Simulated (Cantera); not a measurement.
An isothermal, constant-pressure homogeneous reactor starts with NO : N2 = 1 : 1 (molar parts), at 2025 K and 11.3 Torr.

Detailed kinetics in Cantera: GRI-Mech 3.0 (53 species, 325 reactions). Radical loss at walls, strong at low pressure, is not modelled.

One state of this run: x NO = 0.393; x O2 = 0.0525; x N2O = 4.46e-5; x N2 = 0.553; x NO2 = 3.81e-5. x: mole fraction; the columns are a selection and need not sum to one.

Q: Which value of t (s) does it belong to?
(A) 0.656
(B) 0.0313
(C) 0.143
(D) 3.00

A: D, 3.00
